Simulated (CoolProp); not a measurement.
Vapour-liquid equilibrium of ethane (1) + CHF3 (R23) (2) at 244.7 K; x and y are mole fractions of (1).

The numbers come from the multi-fluid Helmholtz-energy mixture model, Bücker 2006 and Penoncello 2003; pair parameters Bell 2016 in CoolProp.

```csv
x,"bubble pressure, mixture model (MPa)","bubble pressure, Raoult's law (MPa)","y, mixture model","y, Raoult's law"
0.05,1.249,1.064,0.160,0.052
0.2,1.546,1.072,0.364,0.208
0.35,1.648,1.080,…,0.361
0.5,…,1.088,…,0.512
0.65,…,1.096,0.563,0.661
0.8,1.546,1.104,0.656,0.808
0.95,1.273,1.112,…,0.952
```

Q: What belongs in the gaps?

A: 
- 0.35, y, mixture model: 0.447
- 0.5, bubble pressure, mixture model (MPa): 1.674
- 0.5, y, mixture model: 0.503
- 0.65, bubble pressure, mixture model (MPa): 1.649
- 0.95, y, mixture model: 0.860

The largest gap from Raoult's law is +53.9 % in bubble pressure, at x = 0.5. y crosses x between x = 0.5 and 0.65: the model has an azeotrope there.

The pair parameters rest on a limited set of measurements; away from them the model extrapolates. With so large a gap from Raoult's law the liquid may split in two, which this calculation doesn't test in full.
